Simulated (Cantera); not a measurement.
## Equilibrium for aluminium and copper etching: Al + HCl + H₂

Charge: 1 mol Al, 2.2 mol HCl, 16 mol H₂, equilibrated at 13.3 mbar.

Equilibrium computed with Cantera from the NASA thermochemical tables; the gas is ideal and each condensed phase is pure. Candidate condensed phases: Al, AlCl₃; 12 gas species. The tables' values for AlCl₂ are old estimates; treat these amounts as uncertain. Equilibrium is a limit: real reactors are often held back by kinetics, nucleation or transport.

| T (°C) | x H₂ | x AlCl₃ | x AlCl | x HCl | x AlCl₂ | x Al₂Cl₆ | x H | x Cl | n Al(s) | n Al(l) |
|---|---|---|---|---|---|---|---|---|---|---|
| 527 | 0.959 | 0.0407 | 0.000548 | 2.97e-6 | 0.000134 | 7.37e-5 | 2.46e-11 | <1e-12 | 0.259 | 0 |
| 602 | 0.957 | 0.0396 | 0.00325 | 1.09e-5 | 0.000518 | 1.53e-5 | 4.25e-10 | <1e-12 | 0.225 | 0 |
| 677 | 0.950 | 0.0351 | 0.0138 | 3.15e-5 | 0.00149 | 3.40e-6 | 4.70e-9 | <1e-12 | 0 | 0.0925 |
| 752 | 0.945 | 0.0319 | 0.0209 | 0.000118 | 0.00245 | 9.61e-7 | 3.67e-8 | 4.20e-12 | 0 | 0 |
| 827 | 0.944 | 0.0313 | 0.0207 | 0.000455 | 0.00323 | 3.72e-7 | 2.18e-7 | 9.40e-11 | 0 | 0 |
| 902 | 0.943 | 0.0303 | 0.0208 | 0.00146 | 0.00409 | 1.59e-7 | 1.03e-6 | 1.39e-9 | 0 | 0 |
| 977 | 0.941 | 0.0286 | 0.0215 | 0.00392 | 0.00504 | 7.13e-8 | 4.06e-6 | 1.45e-8 | 0 | 0 |
| 1052 | 0.936 | 0.0255 | 0.0234 | 0.00887 | 0.00603 | 3.12e-8 | 1.37e-5 | 1.09e-7 | 0 | 0 |
| 1127 | 0.928 | 0.0209 | 0.0269 | 0.0169 | 0.00695 | 1.23e-8 | 4.06e-5 | 6.09e-7 | 0 | 0 |
x: gas mole fraction; n: condensed amount in mol.

From 527 °C to 602 °C the condensed part is Al(s). At 677 °C the condensed part is Al(l). From 752 °C to 1127 °C nothing is condensed. The main Al-bearing gas is AlCl₃ at 527 °C and AlCl at 1127 °C.
